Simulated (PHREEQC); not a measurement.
1 kg of water holding 0.011 mol/kgw Na2CO3, 0.014 mol/kgw NaOH, 0.19 mol/kgw NaCl and 0.36 mol/kgw Na2SO4 is evaporated at 25 °C; the solids stay in contact with the brine. The system is closed to CO2. The run lets Burkeite, Halite, Mirabilite, Nahcolite, Natron, Thenardite, Trona precipitate or redissolve, and no other solid.

The numbers come from PHREEQC with the Pitzer model, pitzer.dat.

Q: Predict ionic strength at water left (kg) = 0.4563, 0.05276.

A: 
```tsv
water left (kg)	ionic strength
0.4563	2.89
0.05276	8.12
```
